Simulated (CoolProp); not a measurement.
The fluid at 298.15 K and 0.18 MPa flows at 0.074 m/s in a round tube of 10 mm bore and 0.25 µm roughness, fully developed (64/Re and Nu = 3.66 if laminar; Colebrook and Gnielinski if turbulent). The same conditions are run with several fluids, on thermodynamics alone (safety and materials aside).

Computed with CoolProp (reference Helmholtz-energy equation of state of each fluid (normal hydrogen: Leachman 2009; nitrogen: Span 2000; R124: de Vries 1995; R152A: Outcalt 1996)).

| fluid | Reynolds number | Darcy friction factor | pressure drop (Pa/m) | heat-transfer coefficient (W/(m² K)) | mass flow (kg/h) |
|---|---|---|---|---|---|
| normal hydrogen | ___ | 5.26 | 0.211 | 68.0 | 0.00306 |
| nitrogen | 84.5 | ___ | ___ | 9.47 | 0.0426 |
| R124 | ___ | 0.107 | 0.306 | 4.81 | 0.218 |
| R152A | 332 | 0.193 | 0.264 | 5.21 | 0.104 |

Problem. What belongs in the gaps?

Solution. 
- normal hydrogen, Reynolds number: 12.2
- nitrogen, Darcy friction factor: 0.757
- nitrogen, pressure drop (Pa/m): 0.422
- R124, Reynolds number: 597

Transport values come from each fluid's own correlations; those of R124, R152A are estimates that may be off by 10 % or more.
